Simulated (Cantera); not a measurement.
Cantera run:

```python
import numpy as np
import cantera as ct

gas_names = """
    Fe FeO Fe(OH)2 H HO2 H2 H2O H2O2 O OH O2 O3
""".split()
cond_names = """
    Fe(a) Fe(c) Fe(d) Fe(L) FeO(s) FeO(L) Fe(OH)2(s) Fe(OH)3(s) Fe2O3(s) Fe3O4(s) H2O(s) H2O(L)
""".split()


# ... load() reads the species with a 1 bar reference pressure and builds the phases ...
atoms = {
    'Fe3O4': {'Fe': 3, 'O': 4},
    'H2': {'H': 2},
    'H2O': {'H': 2, 'O': 1},
}
top_T = {'Fe2O3(s)': 1830, 'Fe3O4(s)': 1870}  # K; cautious upper limits of use, not melting points


# ... equilibrate(T, P, feed) seeds the gas with the atoms and calls Mixture.equilibrate('TP', solver="vcs", rtol=1e-11, max_steps=5000) ...
results = []
feed = {'Fe3O4': 1, 'H2': 230, 'H2O': 0.076}  # mol
P = 1200  # Pa
for T in [1373, 1398, 1423, 1448, 1473, 1498, 1523, 1548, 1573, 1598, 1623, 1648, 1673]:
    mix = equilibrate(T, P, feed)
    results.append((T, P, feed, dict(zip(mix.species_names, mix.species_moles))))
    x = sorted(zip(gas.X, gas.species_names), reverse=True)
    print(f"T = {T:g} K  P = {P:g} Pa  gas = {mix.phase_moles(0):.4g} mol")
    print("   x: " + "  ".join(f"{s} {v:.3e}" for v, s in x if v > 1e-06))
    print("   condensed (mol): " + ("  ".join(f"{mix.phase(i).name} {mix.phase_moles(i):.4g}"
          for i in range(1, mix.n_phases) if mix.phase_moles(i) > 1e-12) or "none"))
```

Result:

```
T = 1373 K  P = 1200 Pa  gas = 230.1 mol
   x: H2 9.823e-01  H2O 1.772e-02  H 3.013e-05
   condensed (mol): Fe(c) 3
T = 1398 K  P = 1200 Pa  gas = 230.1 mol
   x: H2 9.822e-01  H2O 1.772e-02  H 4.281e-05  Fe 1.215e-06
   condensed (mol): Fe(c) 3
T = 1423 K  P = 1200 Pa  gas = 230.1 mol
   x: H2 9.822e-01  H2O 1.772e-02  H 6.009e-05  Fe 2.221e-06
   condensed (mol): Fe(c) 2.999
T = 1448 K  P = 1200 Pa  gas = 230.1 mol
   x: H2 9.822e-01  H2O 1.772e-02  H 8.339e-05  Fe 3.973e-06
   condensed (mol): Fe(c) 2.999
T = 1473 K  P = 1200 Pa  gas = 230.1 mol
   x: H2 9.822e-01  H2O 1.771e-02  H 1.145e-04  Fe 6.965e-06
   condensed (mol): Fe(c) 2.998
T = 1498 K  P = 1200 Pa  gas = 230.1 mol
   x: H2 9.821e-01  H2O 1.771e-02  H 1.555e-04  Fe 1.198e-05
   condensed (mol): Fe(c) 2.997
T = 1523 K  P = 1200 Pa  gas = 230.1 mol
   x: H2 9.821e-01  H2O 1.771e-02  H 2.091e-04  Fe 2.023e-05
   condensed (mol): Fe(c) 2.995
T = 1548 K  P = 1200 Pa  gas = 230.1 mol
   x: H2 9.820e-01  H2O 1.771e-02  H 2.786e-04  Fe 3.357e-05
   condensed (mol): Fe(c) 2.992
T = 1573 K  P = 1200 Pa  gas = 230.1 mol
   x: H2 9.819e-01  H2O 1.771e-02  H 3.678e-04  Fe 5.479e-05
   condensed (mol): Fe(c) 2.987
T = 1598 K  P = 1200 Pa  gas = 230.2 mol
   x: H2 9.817e-01  H2O 1.771e-02  H 4.814e-04  Fe 8.803e-05
   condensed (mol): Fe(c) 2.98
T = 1623 K  P = 1200 Pa  gas = 230.2 mol
   x: H2 9.815e-01  H2O 1.771e-02  H 6.251e-04  Fe 1.393e-04
   condensed (mol): Fe(c) 2.968
T = 1648 K  P = 1200 Pa  gas = 230.2 mol
   x: H2 9.813e-01  H2O 1.770e-02  H 8.053e-04  Fe 2.174e-04
   condensed (mol): Fe(c) 2.95
T = 1673 K  P = 1200 Pa  gas = 230.3 mol
   x: H2 9.809e-01  H2O 1.770e-02  H 1.030e-03  Fe 3.344e-04
   condensed (mol): Fe(d) 2.923
```

These are equilibrium values from Cantera (NASA tables, ideal gas, pure condensed phases), not measurements of a reactor.
